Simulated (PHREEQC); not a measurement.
0.016 g of hydrous ferric oxide (600 m²/g; 0.2 weak and 0.005 strong sites per Fe, Dzombak-Morel constants, diffuse double layer) in 1 kg of water with 0.05 mol/kgw of an inert sodium salt and 0.027 mmol/kgw ZnSO4, at 25 °C; the pH is set by adding NaOH or the inert anion's acid. Oxygen alone is held at its pressure in air (log pO2 = -0.68). The system is closed to CO2. Nothing may precipitate in this run.

The series has 17 steps of pH, from 4 to 10.

The numbers come from PHREEQC with the ion-association model, wateq4f.dat.

Near which pH is half of the Zn sorbed, and on which side is more sorbed?

Near pH 8.1, with more sorbed at higher pH.

At which pH does the surface charge pass through zero?

Near pH 9.4.

Along this series the solution becomes supersaturated in solids that the run did not let form, among them Zn(OH)2-e.
